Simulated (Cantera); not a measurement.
A closed system holds: 1 mol MgSO4, 0.053 mol H2, 0.18 mol CO2, at 750 °C and 470000 Pa.

Cantera equilibrium calculation (NASA polynomials, part measured and part estimated; ideal gas, pure solids and liquids). Candidate condensed phases: C, C6H6, C7H8, C8H18, H2O, H2SO4, Mg, MgCO3, MgO, Mg(OH)2, MgS, MgSO4, S; 130 gas species. Mutual solubility and eutectic melting of coexisting phases are not modelled. Equilibrium is a limit: real reactors are often held back by kinetics, nucleation or transport.

Base state: CO2 0.629, H2O 0.185, SO2 0.185 (mole fractions); condensed: MgO(s) + MgSO4(s).

### Question
What changes in the equilibrium state with this change: MgSO4 replaced by Mg(OH)2?

### Answer
| species | before | after |
|---|---|---|
| H2O | 0.185 | 0.816 |
| CO2 | 0.629 | 0.141 |
| H2 | 3.54e-6 | 0.0380 |
| SO2 | 0.185 | 0 |
| CO | 9.20e-6 | 0.00502 |
| MgO(s), mol | 0.0530 | 1.00 |
| MgSO4(s), mol | 0.947 | 0 |

### Question
What changes in the equilibrium state with this change: pressure from 470000 Pa to 28.0 Pa?

### Answer
```json
[
 {"species": "SO2", "before": "0.185", "after": "0.581"},
 {"species": "O2", "before": "<1e-9", "after": "0.275"},
 {"species": "CO2", "before": "0.629", "after": "0.106"},
 {"species": "H2O", "before": "0.185", "after": "0.0312"},
 {"species": "SO3", "before": "2.31e-6", "after": "0.00706"},
 {"species": "MgO(s), mol", "before": "0.0530", "after": "1.00"},
 {"species": "MgSO4(s), mol", "before": "0.947", "after": "0"}
]
```

### Question
What changes in the equilibrium state with this change: temperature from 750 °C to 1025 °C?

### Answer
```csv
species,before,after
CO2,0.629,0.625
SO2,0.185,0.187
H2O,0.185,0.184
SO3,2.31e-6,0.00208
O2,<1e-9,0.00171
"MgO(s), mol",0.0530,0.0546
"MgSO4(s), mol",0.947,0.945
```
